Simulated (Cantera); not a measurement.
A perfectly stirred reactor is fed with H2 : O2 : N2 = 1 : 0.455 : 1.71 (molar parts), equivalence ratio 1.1, at 7.20 bar; it is adiabatic with a 625 K inlet, and is followed from long to short residence time, starting on the burning branch (τ in s: 0.27, 0.13, 0.059, 0.027, 0.013, 0.0059, 0.0027, 0.0013, 0.00059, 0.00027, 0.00013, 5.9e-05, 2.7e-05).

Cantera simulation using the H2/O2 subset of GRI-Mech 3.0, which has no nitrogen chemistry; the numbers are that mechanism's predictions, not measurements. The hydrogen kinetics of GRI-Mech 3.0 are dated; newer H2 mechanisms differ, most at raised pressure.

x: mole fraction; the columns are a selection and need not sum to one.

```csv
τ (s),T (K),x H2,x O2,x HO2,x H2O,x OH,x H2O2
0.27,2643,0.0379,0.00135,1.36e-6,0.323,0.00689,3.02e-7
0.13,2643,0.0379,0.00136,1.37e-6,0.323,0.00690,3.02e-7
0.059,2643,0.0379,0.00137,1.38e-6,0.323,0.00691,3.03e-7
0.027,2642,0.0379,0.00138,1.40e-6,0.323,0.00694,3.06e-7
0.013,2641,0.0380,0.00142,1.43e-6,0.323,0.00699,3.11e-7
0.0059,2639,0.0382,0.00149,1.52e-6,0.323,0.00712,3.22e-7
0.0027,2634,0.0386,0.00165,[?],0.322,0.00738,3.45e-7
0.0013,2625,0.0392,0.00193,[?],0.321,0.00782,3.84e-7
0.00059,2607,0.0405,0.00249,[?],0.318,0.00864,4.59e-7
0.00027,2578,0.0425,0.00341,[?],0.314,0.00989,5.74e-7
0.00013,2536,0.0453,0.00474,[?],0.308,0.0114,7.21e-7
5.9e-5,2472,0.0493,0.00677,[?],0.300,0.0134,9.24e-7
2.7e-5,2385,0.0542,0.00949,[?],0.289,0.0152,1.18e-6
```

Complete the blanks.


- 0.0027, x HO2: 1.69e-6
- 0.0013, x HO2: 2.03e-6
- 0.00059, x HO2: 2.73e-6
- 0.00027, x HO2: 4.07e-6
- 0.00013, x HO2: 6.30e-6
- 5.9e-5, x HO2: 1.05e-5
- 2.7e-5, x HO2: 1.76e-5
